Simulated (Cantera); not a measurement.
What does this Cantera script print?

```python
import numpy as np
import cantera as ct

gas_names = [...]  # 110 gases of nasa_gas.yaml made of C, H, O
cond_names = """
    C(gr) C6H6(L) C7H8(L) C8H18(L),n-octa H2O(s) H2O(L)
""".split()


# ... load() reads the species with a 1 bar reference pressure and builds the phases ...
atoms = {
    'C': {'C': 1},
    'H2O': {'H': 2, 'O': 1},
    'O2': {'O': 2},
}
top_T = {'C(gr)': 4500}  # K; cautious upper limits of use, not melting points


# ... equilibrate(T, P, feed) seeds the gas with the atoms and calls Mixture.equilibrate('TP', solver="vcs", rtol=1e-11, max_steps=5000) ...
results = []
feed = {'C': 1, 'H2O': 0.035, 'O2': 0.86}  # mol
T = 2575  # K
P = 270  # Pa
mix = equilibrate(T, P, feed)
results.append((T, P, feed, dict(zip(mix.species_names, mix.species_moles))))
x = sorted(zip(gas.X, gas.species_names), reverse=True)
print(f"T = {T:g} K  P = {P:g} Pa  gas = {mix.phase_moles(0):.4g} mol")
print("   x: " + "  ".join(f"{s} {v:.3e}" for v, s in x if v > 1e-06))
print("   condensed (mol): " + ("  ".join(f"{mix.phase(i).name} {mix.phase_moles(i):.4g}"
      for i in range(1, mix.n_phases) if mix.phase_moles(i) > 1e-12) or "none"))
```

Output:

```
T = 2575 K  P = 270 Pa  gas = 1.401 mol
   x: CO 5.417e-01  CO2 1.718e-01  O 1.321e-01  O2 1.095e-01  H 2.729e-02  OH 1.249e-02  H2O 3.406e-03  H2 1.677e-03
   condensed (mol): none
```

Cantera equilibrium calculation (NASA polynomials, part measured and part estimated; ideal gas, pure solids and liquids).
